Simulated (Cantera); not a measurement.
Feed: 1 mol Si, 3.5 mol CO₂, 44 mol H₂, at 173 Torr.

These are equilibrium values from Cantera (NASA tables, ideal gas, pure condensed phases), not measurements of a reactor. Candidate condensed phases: C, C₆H₆, C₇H₈, C₈H₁₈, H₂O, Si, SiC, SiO₂; 123 gas species. The tables hold silica as quartz up to 1696 K and as liquid above; real silica turns to tridymite and cristobalite and melts near 1996 K. The numbers say what is thermodynamically allowed, not how fast it happens.

Over these rows the condensed part is SiO₂(condensed). Partial pressures as log10 of bar:

```json
[
 {"T (K)": "1700", "1000/T (1/K)": "0.5882", "log p SiO": "-5.10", "log p H₂": "-0.69", "log p CO": "-1.78", "log p H₂O": "-2.15"},
 {"T (K)": "1750", "1000/T (1/K)": "0.5714", "log p SiO": "-4.63", "log p H₂": "-0.69", "log p CO": "-1.78", "log p H₂O": "-2.15"},
 {"T (K)": "1800", "1000/T (1/K)": "0.5556", "log p SiO": "?", "log p H₂": "-0.69", "log p CO": "-1.78", "log p H₂O": "-2.14"},
 {"T (K)": "1850", "1000/T (1/K)": "0.5405", "log p SiO": "-3.80", "log p H₂": "-0.69", "log p CO": "-1.78", "log p H₂O": "-2.14"},
 {"T (K)": "1900", "1000/T (1/K)": "0.5263", "log p SiO": "-3.42", "log p H₂": "-0.69", "log p CO": "-1.78", "log p H₂O": "-2.13"},
 {"T (K)": "1950", "1000/T (1/K)": "0.5128", "log p SiO": "-3.08", "log p H₂": "-0.69", "log p CO": "-1.78", "log p H₂O": "-2.10"}
]
```

Question: Fit log p(SiO) = a + b·(1000/T) to the five rows, give the apparent enthalpy, and predict the row at 1800 K.

Answer: Means: 1000/T = 0.5478, log p = -4.006. Sxy = -0.105437, Sxx = 0.0039297, so b = -26.83 and a = -4.006 − (-26.83)×0.5478 = 10.69.
Apparent enthalpy: −19.145 × (-26.83) = 514 kJ/mol. With the condensed phases at unit activity, SiO₂(condensed) + H₂(g) = SiO(g) + H₂O(g) links this pressure to the main gases: over the six rows their terms move log p by -0.05 in all, so the slope is close to that reaction's ΔH°. The five rows lie within 0.01 of the line.
Prediction at 1800 K: 10.69 + (-26.83)×0.5556 = -4.22. The computed value is -4.20, 0.02 from the line.
